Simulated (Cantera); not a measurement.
Catalytic combustion on Pt

An isothermal plug-flow reactor at 1000 K and 5.00 bar (inlet), inlet velocity 0.23 m/s, active area per volume 160 1/m; feed 2.29 % H₂, 18.9 % O₂, 78.8 % N₂.

Model: Deutschmann's 1995 Pt surface mechanism with GRI-Mech 3.0 gas chemistry, integrated in Cantera. Catalytic surfaces can have several steady states; this one follows from the mechanism file's or the stated starting coverage. Mass transfer to the wall is taken as infinitely fast.

```tsv
z (m)	x H₂	x O₂	x H₂O	θ free Pt	θ O*	θ OH*
4.6e-05	0.0172	0.187	0.00582	0.214	0.781	0.00504
7.7e-05	0.0146	0.186	0.00847	0.191	0.804	0.00501
0.00013	0.0114	0.185	0.0117	0.166	0.829	0.00495
0.00021	0.00819	0.183	0.0149	0.144	0.851	0.00487
0.00036	0.00481	0.182	0.0183	0.124	0.871	0.00477
0.0006	0.00227	0.181	0.0209	0.112	0.884	0.00469
0.001	0.000717	0.180	0.0225	0.105	0.890	0.00465
0.0017	0.000102	0.180	0.0231	0.102	0.893	0.00463
0.0028	4.88e-6	0.180	0.0232	0.102	0.893	0.00463
0.0046	3.38e-8	0.180	0.0232	0.102	0.893	0.00463
```
x: gas mole fraction; θ: surface coverage.
